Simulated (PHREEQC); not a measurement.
Make-up at 20 °C: 0.091 mol FeSO4, 1.8 mol HCl and 0.26 mol NaCl per kg of water. Closed to the air; pH follows from the charge balance.

All values are PHREEQC results (ion-association model, phreeqc.dat), not measurements.

Each row changes one thing in this solution. This is a speciation only: nothing precipitates in the calculation.

| case | pH | ionic strength (mol/kgw) | HSO4- (mol/kgw) | Fe+2 (mol/kgw) | FeCl+ (mol/kgw) | FeHSO4+ (mol/kgw) | SI of Halite (NaCl) | SI of Melanterite (FeSO4:7H2O) |
|---|---|---|---|---|---|---|---|---|
| as made | -0.10 | 2.20 | 0.0728 | 0.0639 | 0.0167 | 0.00958 | -2.15 | -3.06 |
| temperature from 20 to 65 °C | -0.08 | 2.20 | 0.0777 | 0.0665 | 0.0146 | 0.00937 | -2.22 | -3.96 |
| temperature from 20 to 45 °C | -0.09 | 2.20 | 0.0757 | 0.0652 | 0.0156 | 0.00953 | -2.19 | -3.58 |
| 0.029 mol/kgw LiOH added | -0.09 | 2.20 | 0.0726 | 0.0639 | 0.0167 | 0.00956 | -2.15 | -3.05 |
| 0.13 mol/kgw CuCl2 added | -0.09 | 2.45 | 0.0714 | 0.0644 | 0.0167 | 0.00924 | -2.10 | -3.06 |
| diluted 2-fold with water | 0.20 | 1.11 | 0.0378 | 0.0345 | 0.00737 | 0.00317 | -2.79 | -3.25 |
| temperature from 20 to 40 °C | -0.09 | 2.20 | 0.0752 | 0.0649 | 0.0158 | 0.00955 | -2.18 | -3.48 |
| temperature from 20 to 55 °C | -0.09 | 2.20 | 0.0767 | 0.0658 | 0.0151 | 0.00946 | -2.20 | -3.77 |
| diluted 10-fold with water | 0.86 | 0.225 | 0.00709 | 0.00802 | 0.000690 | 0.000218 | -4.12 | -3.70 |

The ionic strength passes 0.7 mol/kgw, the rough limit of the ion-association models, in as made; temperature from 20 to 65 °C; temperature from 20 to 45 °C; 0.029 mol/kgw LiOH added; 0.13 mol/kgw CuCl2 added; diluted 2-fold with water; temperature from 20 to 40 °C; temperature from 20 to 55 °C. Away from 25 °C the constants follow the database's enthalpies or fits; those with neither stay at their 25 °C values.
